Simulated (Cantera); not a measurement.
A closed system holds: 1 mol SiHCl₃, 12 mol N₂, a varied amount of H₂, held at 1448.15 K and 9.00 Pa.

Equilibrium computed with Cantera from the NASA thermochemical tables; the gas is ideal and each condensed phase is pure. Candidate condensed phases: NH₄Cl, Si, Si₃N₄; 28 gas species. N₂ is the only nitrogen source here; it is nearly inert below about 1500 K, so the nitride shown seldom forms there in practice. Rates play no part.

### Question
What share of the Si ends up in condensed phases as a function of n(H₂) (mol), at 0.88, 1.2, 1.6, 2.2, 3.1, 4.2, 5.7, 7.8, 11, 15, 20?

### Answer
```
n(H₂) (mol)  Si condensed (%)        as
-----------  ----------------  --------
0.88                      0.0         -
1.2                       0.8  Si₃N₄(s)
1.6                       5.7  Si₃N₄(s)
2.2                      11.7  Si₃N₄(s)
3.1                      18.7  Si₃N₄(s)
4.2                      25.1  Si₃N₄(s)
5.7                      31.5  Si₃N₄(s)
7.8                      37.9  Si₃N₄(s)
11                       44.5  Si₃N₄(s)
15                       50.0  Si₃N₄(s)
20                       54.5  Si₃N₄(s)
```
